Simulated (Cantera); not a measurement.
# Diamond growth

A diamond (100) surface in a fixed gas of H2 with x(CH4) = 0.008, x(H) = 0.00034, at 948 K, 11.3 Torr; coverages are run to steady state.

Computed with Cantera and the Harris–Goodwin 1993 mechanism for the reconstructed diamond (100) surface.

| x(CH3) | growth (µm/h) | θ c6HH | θ c6H* | θ c6*H | θ c6** | θ c6HM |
|---|---|---|---|---|---|---|
| 1e-06 | 0.00396 | 0.650 | 0.0138 | 0.329 | 0.00571 | 0.00128 |
| 2.9e-06 | 0.0115 | 0.648 | 0.0137 | 0.328 | 0.00569 | 0.00370 |
| 8.2e-06 | 0.0321 | 0.642 | 0.0136 | 0.325 | 0.00562 | 0.0104 |
| 2.3e-05 | 0.0875 | 0.627 | 0.0133 | 0.317 | 0.00543 | 0.0283 |
| 6.7e-05 | 0.236 | 0.587 | 0.0124 | 0.296 | 0.00493 | 0.0764 |
| 0.00019 | 0.556 | 0.500 | 0.0105 | 0.251 | 0.00389 | 0.180 |
| 0.00054 | 1.07 | 0.360 | 0.00745 | 0.178 | 0.00230 | 0.347 |
| 0.0016 | 1.62 | 0.208 | 0.00414 | 0.0991 | 0.000849 | 0.529 |
| 0.0044 | 1.97 | 0.110 | 0.00200 | 0.0477 | 0.000217 | 0.647 |
θ: site fractions in the mechanism's names (c6HH fully hydrogenated, c6H* and c6*H radical sites, c6** diradical, c6HM methylated).
